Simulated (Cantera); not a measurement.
**Equilibrium for iron carbonyl, mercury and lead vapours: Fe(CO)5 + O2 + N2**

Feed: 1 mol Fe(CO)5, 0.49 mol O2, 41 mol N2, held at 35.0 Pa.

Cantera equilibrium calculation (NASA polynomials, part measured and part estimated; ideal gas, pure solids and liquids). Candidate condensed phases: C, Fe, Fe(CO)5, FeO, Fe2O3, Fe3O4; 27 gas species. Mutual solubility and eutectic melting of coexisting phases are not modelled. The tables' stoichiometric FeO is somewhat more stable than real wüstite, so its field is too wide. FeO: taken at fixed stoichiometry. Kinetics and transport are ignored.

```
T (K)   x N2    x CO   x CO2      x Fe     x FeO      x NO       x O  n Fe(α)  n FeO(s)  n Fe(γ)
-----  -----  ------  ------  --------  --------  --------  --------  -------  --------  -------
1100   0.891  0.0889  0.0198   3.60e-9    <1e-12  3.14e-12    <1e-12    0.932    0.0678        0
1150   0.891  0.0897  0.0190   2.45e-8  3.46e-12  1.76e-11    <1e-12    0.893     0.107        0
1200   0.891  0.0904  0.0183   1.42e-7  3.13e-11  8.54e-11    <1e-12        0     0.140    0.860
1250   0.891  0.0911  0.0176   7.08e-7  2.35e-10  3.66e-10  2.07e-12        0     0.169    0.831
1300   0.891  0.0917  0.0170   3.12e-6   1.51e-9   1.40e-9  1.44e-11        0     0.196    0.804
1350   0.891  0.0922  0.0165   1.23e-5   8.41e-9   4.83e-9  8.66e-11        0     0.221    0.779
1400   0.891  0.0927  0.0160   4.38e-5   4.13e-8   1.52e-8  4.58e-10        0     0.243    0.755
1450   0.891  0.0931  0.0156  0.000143   1.81e-7   4.44e-8   2.16e-9        0     0.264    0.729
1500   0.891  0.0935  0.0151  0.000429   7.15e-7   1.20e-7   9.17e-9        0     0.284    0.696
```
x: gas mole fraction; n: condensed amount in mol.

From 1100 K to 1150 K the condensed part is Fe(α) + FeO(s). From 1200 K to 1500 K the condensed part is Fe(γ) + FeO(s).
